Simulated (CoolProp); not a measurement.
CHF3 (R23) along the isotherm -116.55 °C: Z from the reference equation and from simpler models built on Tc = 26.1 °C, pc = 4.832 MPa, ω = 0.263; each cubic takes its own stable root.

Values from CoolProp's reference Helmholtz-energy equation of state, Penoncello 2003.

```tsv
p (MPa)	phase	reference
1.34	liquid	0.04579
2.68	liquid	0.09147
4.03	liquid	0.1374
5.37	liquid	0.1828
6.71	liquid	0.2281
8.05	liquid	0.2733
9.4	liquid	0.3187
10.7	liquid	0.3624
12.1	liquid	0.4092
```

Question: How far does each simpler model (Redlich-Kwong, Soave-Redlich-Kwong, Peng-Robinson) lie from the reference over these 9 states: mean and median of the absolute difference, and the worst?

Answer: 
- Redlich-Kwong: mean 20.1 %, median 20.1 %, worst +20.4 % at -116.55 °C and 1.34 MPa
- Soave-Redlich-Kwong: mean 17.6 %, median 17.6 %, worst +17.7 % at -116.55 °C and 1.34 MPa
- Peng-Robinson: mean 4.6 %, median 4.6 %, worst +4.7 % at -116.55 °C and 12.1 MPa
